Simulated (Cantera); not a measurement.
A Cantera script and what it prints.

```python
import numpy as np
import cantera as ct

gas_names = """
    H HNO HNO2 HNO3 HO2 H2 H2O H2O2 H2S H2SO4 N NH NH2 NH3 NH2OH NO NO2 NO3 N2 N2H2 N2H4 N2O O OH O2 O3
    S SH SN SO SO2 SO3 S2 S2O S8
""".split()
cond_names = """
    H2O(s) H2O(L) H2SO4(L) S(cr1) S(cr2) S(L)
""".split()


# ... load() reads the species with a 1 bar reference pressure and builds the phases ...
atoms = {
    'NH3': {'N': 1, 'H': 3},
    'SO2': {'S': 1, 'O': 2},
    'O2': {'O': 2},
    'H2': {'H': 2},
}
top_T = {}  # K; cautious upper limits of use, not melting points


# ... equilibrate(T, P, feed) seeds the gas with the atoms and calls Mixture.equilibrate('TP', solver="vcs", rtol=1e-11, max_steps=5000) ...
results = []
feed = {'NH3': 1, 'SO2': 0.73, 'O2': 9.8, 'H2': 5.4}  # mol
P = 100000  # Pa
for T in [725, 925, 1125, 1325, 1525, 1725, 1925, 2125, 2325, 2525, 2725, 2925]:
    mix = equilibrate(T, P, feed)
    results.append((T, P, feed, dict(zip(mix.species_names, mix.species_moles))))
    x = sorted(zip(gas.X, gas.species_names), reverse=True)
    print(f"T = {T:g} K  P = {P:g} Pa  gas = {mix.phase_moles(0):.4g} mol")
    print("   x: " + "  ".join(f"{s} {v:.3e}" for v, s in x if v > 1e-05))
    print("   condensed (mol): " + ("  ".join(f"{mix.phase(i).name} {mix.phase_moles(i):.4g}"
          for i in range(1, mix.n_phases) if mix.phase_moles(i) > 1e-12) or "none"))
```

Output:

```
T = 725 K  P = 100000 Pa  gas = 14.03 mol
   x: H2O 4.855e-01  O2 4.268e-01  SO3 4.534e-02  N2 3.564e-02  H2SO4 6.260e-03  SO2 4.351e-04
   condensed (mol): none
T = 925 K  P = 100000 Pa  gas = 14.2 mol
   x: H2O 4.857e-01  O2 4.277e-01  SO3 3.861e-02  N2 3.520e-02  SO2 1.260e-02  H2SO4 1.937e-04
   condensed (mol): none
T = 1125 K  P = 100000 Pa  gas = 14.39 mol
   x: H2O 4.795e-01  O2 4.350e-01  SO2 3.830e-02  N2 3.473e-02  SO3 1.242e-02  NO 3.207e-05
   condensed (mol): none
T = 1325 K  P = 100000 Pa  gas = 14.46 mol
   x: H2O 4.773e-01  O2 4.375e-01  SO2 4.727e-02  N2 3.451e-02  SO3 3.226e-03  NO 1.403e-04  OH 3.661e-05
   condensed (mol): none
T = 1525 K  P = 100000 Pa  gas = 14.47 mol
   x: H2O 4.766e-01  O2 4.379e-01  SO2 4.936e-02  N2 3.434e-02  SO3 1.077e-03  NO 4.160e-04  OH 2.542e-04
   condensed (mol): none
T = 1725 K  P = 100000 Pa  gas = 14.48 mol
   x: H2O 4.759e-01  O2 4.375e-01  SO2 4.995e-02  N2 3.405e-02  OH 1.126e-03  NO 9.559e-04  SO3 4.570e-04  O 3.839e-05  H2 1.870e-05
   condensed (mol): none
T = 1925 K  P = 100000 Pa  gas = 14.49 mol
   x: H2O 4.741e-01  O2 4.361e-01  SO2 5.013e-02  N2 3.357e-02  OH 3.654e-03  NO 1.839e-03  O 2.430e-04  SO3 2.315e-04  H2 1.150e-04  H 1.025e-05
   condensed (mol): none
T = 2125 K  P = 100000 Pa  gas = 14.53 mol
   x: H2O 4.697e-01  O2 4.329e-01  SO2 5.009e-02  N2 3.287e-02  OH 9.452e-03  NO 3.104e-03  O 1.087e-03  H2 5.013e-04  SO3 1.332e-04  H 8.130e-05  SO 3.283e-05  HO2 1.705e-05
   condensed (mol): none
T = 2325 K  P = 100000 Pa  gas = 14.6 mol
   x: H2O 4.604e-01  O2 4.265e-01  SO2 4.977e-02  N2 3.188e-02  OH 2.057e-02  NO 4.734e-03  O 3.745e-03  H2 1.685e-03  H 4.516e-04  SO 1.425e-04  SO3 8.371e-05  HO2 3.214e-05
   condensed (mol): none
T = 2525 K  P = 100000 Pa  gas = 14.76 mol
   x: H2O 4.424e-01  O2 4.148e-01  SO2 4.891e-02  OH 3.897e-02  N2 3.055e-02  O 1.054e-02  NO 6.645e-03  H2 4.606e-03  H 1.903e-03  SO 4.882e-04  SO3 5.570e-05  HO2 5.362e-05
   condensed (mol): none
T = 2725 K  P = 100000 Pa  gas = 15.08 mol
   x: H2O 4.111e-01  O2 3.953e-01  OH 6.542e-02  SO2 4.698e-02  N2 2.882e-02  O 2.521e-02  H2 1.057e-02  NO 8.667e-03  H 6.416e-03  SO 1.378e-03  HO2 7.997e-05  SO3 3.798e-05
   condensed (mol): none
T = 2925 K  P = 100000 Pa  gas = 15.68 mol
   x: O2 3.655e-01  H2O 3.614e-01  OH 9.806e-02  O 5.257e-02  SO2 4.321e-02  N2 2.662e-02  H2 2.068e-02  H 1.793e-02  NO 1.054e-02  SO 3.274e-03  HO2 1.064e-04  S 5.309e-05  SO3 2.556e-05  SH 1.091e-05
   condensed (mol): none
```

These are equilibrium values from Cantera (NASA tables, ideal gas, pure condensed phases), not measurements of a reactor.
